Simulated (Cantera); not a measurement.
A perfectly stirred reactor is fed with NO : N2 = 1 : 0.39 (molar parts), at 4100 Pa; it is held at 2200 K, and followed from long to short residence time.

Cantera simulation using GRI-Mech 3.0 (53 species, 325 reactions); the numbers are that mechanism's predictions, not measurements. Radical loss at walls, strong at low pressure, is not modelled.

Problem. What does this change do: N2 0.39 to 0.091 parts?

Solution. 
```json
[
 {"quantity": "x(NO) at τ = 25.0 s", "before": "0.0364", "after": "0.0423"},
 {"quantity": "x(O) at τ = 25.0 s", "before": "0.00778", "after": "0.00881"},
 {"quantity": "x(O2) at τ = 25.0 s", "before": "0.336", "after": "0.431"},
 {"quantity": "x(N2) at τ = 25.0 s", "before": "0.620", "after": "0.518"},
 {"quantity": "x(NO2) at τ = 25.0 s", "before": "1.19e-5", "after": "1.56e-5"},
 {"quantity": "x(NO) at τ = 64.0 ms", "before": "0.678", "after": "0.852"},
 {"quantity": "x(O) at τ = 64.0 ms", "before": "0.00248", "after": "0.00304"},
 {"quantity": "x(O2) at τ = 64.0 ms", "before": "0.0190", "after": "0.0297"},
 {"quantity": "x(N2) at τ = 64.0 ms", "before": "0.300", "after": "0.114"},
 {"quantity": "x(NO2) at τ = 64.0 ms", "before": "5.52e-5", "after": "8.39e-5"}
]
```
